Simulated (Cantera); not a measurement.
An isothermal, constant-pressure homogeneous reactor starts with CH₄ : H₂O : H₂ = 0.45 : 1.6 : 0.068 (molar parts), at 1525 K and 1.00 bar.

Computed with Cantera and GRI-Mech 3.0 (53 species, 325 reactions).

Task: Predict: x(CH₄) at 4.00 s; x(H₂O) at 4.00 s; x(H₂) at 4.00 s; x(HCO) at 4.00 s.

Result: 
| Quantity | Value |
|---|---|
| x(CH₄) at 4.00 s | 0.0335 (gas-phase equilibrium 1.36e-7) |
| x(H₂O) at 4.00 s | 0.482 (gas-phase equilibrium 0.350) |
| x(H₂) at 4.00 s | 0.376 (gas-phase equilibrium 0.501) |
| x(HCO) at 4.00 s | 1.29e-9 (gas-phase equilibrium 2.91e-9) |
